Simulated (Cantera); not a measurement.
A closed system holds: 1 mol B₂O₃, 11 mol H₂O, 25 mol H₂, 0.23 mol NH₃, held at 3.00 Torr.

Cantera equilibrium calculation (NASA polynomials, part measured and part estimated; ideal gas, pure solids and liquids). Candidate condensed phases: B, BN, B₂O₃, B₃O₃H₃, H₂O; 39 gas species. Gases not in the tables: H₃BO₃. Equilibrium is a limit: real reactors are often held back by kinetics, nucleation or transport.

Problem. Which condensed phases are stable at each of these points (T (°C)): 925, 1000, 1075, 1150, 1225, 1300, 1375, 1450, 1525, 1600, 1675, 1750, 1825, 1900?

Solution. 
| T (°C) | condensed phases | B condensed (%) |
|---|---|---|
| 925 | B₂O₃(l) | 86.6 |
| 1000 | B₂O₃(l) | 64.9 |
| 1075 | B₂O₃(l) | 16.4 |
| 1150 | gas only | 0.0 |
| 1225 | gas only | 0.0 |
| 1300 | gas only | 0.0 |
| 1375 | gas only | 0.0 |
| 1450 | gas only | 0.0 |
| 1525 | gas only | 0.0 |
| 1600 | gas only | 0.0 |
| 1675 | gas only | 0.0 |
| 1750 | gas only | 0.0 |
| 1825 | gas only | 0.0 |
| 1900 | gas only | 0.0 |

From 925 °C to 1075 °C the condensed part is B₂O₃(l). From 1150 °C to 1900 °C nothing is condensed.
